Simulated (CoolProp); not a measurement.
Vapour-liquid equilibrium of ethane (1) + propylene (2) at 0.11 MPa; x and y are mole fractions of (1).

The numbers come from the multi-fluid Helmholtz-energy mixture model, Bücker 2006 and Lemmon 2013; pair parameters Bell 2016 in CoolProp.

Task: Give the bubble temperature and the first vapour's composition at x = 0.2, 0.5, 0.8. Is there an azeotrope?

Result: x = 0.2: 210.4 K, y = 0.637; x = 0.5: 197.5 K, y = 0.886; x = 0.8: 189.9 K, y = 0.970. No azeotrope shows between x = 0.05 and 0.95.

The pair parameters rest on a limited set of measurements; away from them the model extrapolates.
